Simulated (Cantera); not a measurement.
**Hydrocarbon pyrolysis for carbon deposition**

An isothermal, constant-pressure homogeneous reactor starts with CH4 : H2 : H2O = 1 : 3.1 : 0.077 (molar parts), at 1375 K and 0.987 atm.

Cantera simulation using GRI-Mech 3.0 (53 species, 325 reactions); the numbers are that mechanism's predictions, not measurements. GRI-Mech 3.0 stops at C3 and has no aromatics, soot or wall deposition, so with more carbon than oxygen in the feed, carbon stays in small species such as C2H2 where larger ones or solid carbon would form.

| t (s) | x CH4 | x H2 | x C2H2 | x CH2 | x C2H4 | x C2H |
|---|---|---|---|---|---|---|
| 0.000600 | 0.239 | 0.742 | 9.80e-12 | 6.93e-12 | 2.22e-8 | <1e-12 |
| 0.00133 | 0.239 | 0.742 | 2.84e-10 | 1.64e-11 | 2.00e-7 | <1e-12 |
| 0.00293 | 0.239 | 0.742 | 5.37e-9 | 2.10e-11 | 1.33e-6 | <1e-12 |
| 0.00648 | 0.239 | 0.742 | 6.99e-8 | 2.36e-11 | 6.81e-6 | <1e-12 |
| 0.0143 | 0.239 | 0.742 | 7.23e-7 | 2.65e-11 | 2.80e-5 | <1e-12 |
| 0.0317 | 0.239 | 0.742 | 5.73e-6 | 2.79e-11 | 8.79e-5 | <1e-12 |
| 0.0701 | 0.239 | 0.743 | 3.34e-5 | 2.84e-11 | 0.000212 | <1e-12 |
| 0.155 | 0.238 | 0.743 | 0.000148 | 2.89e-11 | 0.000427 | <1e-12 |
| 0.343 | 0.236 | 0.744 | 0.000499 | 2.99e-11 | 0.000778 | 1.22e-12 |
| 0.757 | 0.233 | 0.746 | 0.00130 | 3.15e-11 | 0.00141 | 3.29e-12 |
| 1.67 | 0.227 | 0.750 | 0.00280 | 3.48e-11 | 0.00257 | 7.50e-12 |
| 3.70 | 0.217 | 0.755 | 0.00497 | 4.00e-11 | 0.00426 | 1.45e-11 |
| 8.18 | 0.210 | 0.760 | 0.00673 | 4.48e-11 | 0.00567 | 2.11e-11 |
| 18.1 | 0.208 | 0.761 | 0.00717 | 4.60e-11 | 0.00602 | 2.29e-11 |
| 40.0 | 0.208 | 0.761 | 0.00717 | 4.60e-11 | 0.00602 | 2.29e-11 |
x: mole fraction; the columns are a selection and need not sum to one.

Equilibrium at this temperature and pressure: CH4 0.189, H2 0.783, C2H2 0.00548, CH2 3.98e-11, C2H4 0.00473, C2H 1.72e-11 (gas phase only).
